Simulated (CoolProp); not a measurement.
Ethylbenzene along the isobar 195 bar: Z from the reference equation and from simpler models built on Tc = 344.0 °C, pc = 36.22 bar, ω = 0.304; each cubic takes its own stable root.

Values from CoolProp's reference Helmholtz-energy equation of state, Zhou 2012.

```tsv
T (°C)	phase	reference
132.55	liquid	0.7773
145.85	liquid	0.7632
159.15	liquid	0.7503
172.55	liquid	0.7385
185.85	liquid	0.7279
199.25	liquid	0.7183
212.55	liquid	0.7098
225.95	liquid	0.7021
239.25	liquid	0.6954
252.65	liquid	0.6896
265.95	liquid	0.6847
279.25	liquid	0.6807
292.65	liquid	0.6776
305.95	liquid	0.6753
319.35	liquid	0.6738
332.65	liquid	0.6733
```

### Question
How far does each simpler model (van der Waals, Soave-Redlich-Kwong) lie from the reference over these 16 states: mean and median of the absolute difference, and the worst?

### Answer
- van der Waals: mean 53.6 %, median 54.0 %, worst +61.3 % at 132.55 °C and 195 bar
- Soave-Redlich-Kwong: mean 10.8 %, median 10.7 %, worst +11.3 % at 132.55 °C and 195 bar
